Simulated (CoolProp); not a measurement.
A simple Rankine cycle with ethylbenzene: condensing at 333.15 K, boiler at 0.536 MPa, turbine inlet 486.7 K, turbine efficiency 0.65, pump efficiency 0.8, no recuperator. Each further row changes one setting.

Computed with CoolProp (reference Helmholtz-energy equation of state, Zhou 2012).

```
case                             thermal efficiency (%)  net work (kJ/kg)  heat in (kJ/kg)  turbine exit temperature (K)  volume ratio over the turbine
-------------------------------  ----------------------  ----------------  ---------------  ----------------------------  -----------------------------
as stated                                          15.0              91.3              611                         425.3                           73.1
turbine inlet 506.7 K                              14.8              96.3              652                         446.3                           71.9
condensing temperature 325.15 K                    15.8              98.5              625                         421.0                            104
boiler pressure 0.375 MPa                          13.9              85.9              617                         432.4                           49.4
turbine efficiency 0.55                            12.6              77.2              611                         433.6                           74.5
```
